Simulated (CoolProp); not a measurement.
Computed with CoolProp (reference Helmholtz-energy equation of state, Zhou 2012).

For p-xylene, give the phase and the cp (kJ/(kg K)), Joule-Thomson coefficient (K/MPa), conductivity (mW/(m K)), Prandtl number at 553.5 K and 0.0148 MPa.


- 553.5 K and 0.0148 MPa: gas; cp 2.07, Joule-Thomson coefficient 10.6, conductivity 36.3, Prandtl number 0.674

Viscosity comes from a separate model (Balogun 2015). Thermal conductivity comes from a separate model (Mylona 2014).
